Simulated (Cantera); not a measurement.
Input (Python, Cantera) and output of one run.

```python
import numpy as np
import cantera as ct

gas_names = """
    CL CLO CL2 H HCL HOCL HO2 H2 H2O H2O2 O OH O2 O3 Ti TiCL TiCL2 TiCL3 TiCL4 TiO TiOCL TiOCL2 TiO2
""".split()
cond_names = """
    H2O(s) H2O(L) Ti(a) Ti(b) Ti(L) TiCL2(s) TiCL3(s) TiCL4(L) TiO(a) TiO(b) TiO(L) TiO2(ru) TiO2(L)
    Ti2O3(a) Ti2O3(b) Ti2O3(L) Ti3O5(a) Ti3O5(b) Ti3O5(L) Ti4O7(s) Ti4O7(L)
""".split()


def load(file, names, dense=False):
    # The tables refer to 1 bar. Condensed volumes are neglected.
    table = {s.name: s for s in ct.Species.list_from_file(file)}
    out = []
    for n in names:
        d = dict(table[n].input_data)
        d["thermo"] = dict(d["thermo"], **{"reference-pressure": 1e5})
        if dense:
            d["equation-of-state"] = {"model": "constant-volume", "density": "1e6 g/cm^3"}
        out.append(ct.Species.from_dict(d))
    return out


gas = ct.Solution(thermo="ideal-gas", species=load("nasa_gas.yaml", gas_names))
cond = {s.name: ct.Solution(thermo="fixed-stoichiometry", species=[s], name=s.name)
        for s in load("nasa_condensed.yaml", cond_names, dense=True)}
atoms = {
    'TiCl4': {'Ti': 1, 'CL': 4},
    'O2': {'O': 2},
    'H2': {'H': 2},
}
top_T = {'TiCL2(s)': 1300, 'TiCL3(s)': 1000}  # K; cautious upper limits of use, not melting points


def equilibrate(T, P, feed):
    n = {}
    for name, mol in feed.items():
        for a, k in atoms[name].items():
            n[a] = n.get(a, 0.0) + k * mol
    gas.TPX = T, P, n
    mass = sum(n.values()) * gas.mean_molecular_weight
    gas.equilibrate("TP")
    valid = [c for c in cond.values() if c.min_temp <= T <= top_T.get(c.name, c.max_temp)]
    mix = ct.Mixture([(gas, mass / gas.mean_molecular_weight)] + [(c, 0.0) for c in valid])
    mix.T, mix.P = T, P
    mix.equilibrate("TP", solver="vcs", rtol=1e-11, max_steps=5000)
    return mix


results = []
feed = {'TiCl4': 1, 'O2': 10, 'H2': 490}  # mol
T = 2100  # K
P = 100000  # Pa
mix = equilibrate(T, P, feed)
results.append((T, P, feed, dict(zip(mix.species_names, mix.species_moles))))
x = sorted(zip(gas.X, gas.species_names), reverse=True)
print(f"T = {T:g} K  P = {P:g} Pa  gas = {mix.phase_moles(0):.4g} mol")
print("   x: " + "  ".join(f"{s} {v:.3e}" for v, s in x if v > 1e-05))
print("   condensed (mol): " + ("  ".join(f"{mix.phase(i).name} {mix.phase_moles(i):.4g}"
      for i in range(1, mix.n_phases) if mix.phase_moles(i) > 1e-12) or "none"))
```

Result:

```
T = 2100 K  P = 100000 Pa  gas = 492.8 mol
   x: H2 9.518e-01  H2O 3.702e-02  HCL 8.098e-03  H 3.040e-03  CL 1.903e-05  OH 1.408e-05
   condensed (mol): Ti4O7(L) 0.2499
```

Cantera equilibrium calculation (NASA polynomials, part measured and part estimated; ideal gas, pure solids and liquids). Condensed phases not in the tables: Magnéli phases beyond Ti4O7.
